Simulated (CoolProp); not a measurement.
Ammonia along the isobar 991 kPa: fugacity coefficient from the reference equation and from simpler models built on Tc = 132.4 °C, pc = 11360 kPa, ω = 0.256; each cubic takes its own stable root.

Model: reference Helmholtz-energy equation of state, Gao 2020, in CoolProp.

```json
[
 {"T (°C)": "0.75", "phase": "liquid", "reference": "0.4193"},
 {"T (°C)": "11.05", "phase": "liquid", "reference": "0.5941"},
 {"T (°C)": "21.35", "phase": "liquid", "reference": "0.8159"},
 {"T (°C)": "31.65", "phase": "gas", "reference": "0.9064"},
 {"T (°C)": "41.95", "phase": "gas", "reference": "0.9180"},
 {"T (°C)": "52.25", "phase": "gas", "reference": "0.9276"},
 {"T (°C)": "62.55", "phase": "gas", "reference": "0.9357"},
 {"T (°C)": "72.85", "phase": "gas", "reference": "0.9426"},
 {"T (°C)": "83.15", "phase": "gas", "reference": "0.9485"},
 {"T (°C)": "93.45", "phase": "gas", "reference": "0.9537"}
]
```

Problem. How far does each simpler model (van der Waals, Redlich-Kwong, Soave-Redlich-Kwong) lie from the reference over these 10 states: mean and median of the absolute difference, and the worst?

Solution. 
- van der Waals: mean 21.7 %, median 3.5 %, worst +123.1 % at 0.75 °C and 991 kPa
- Redlich-Kwong: mean 14.5 %, median 2.1 %, worst +64.7 % at 0.75 °C and 991 kPa
- Soave-Redlich-Kwong: mean 1.7 %, median 1.6 %, worst +3.3 % at 21.35 °C and 991 kPa

At some of these states van der Waals, Redlich-Kwong gives the other phase, because its saturation line lies elsewhere.
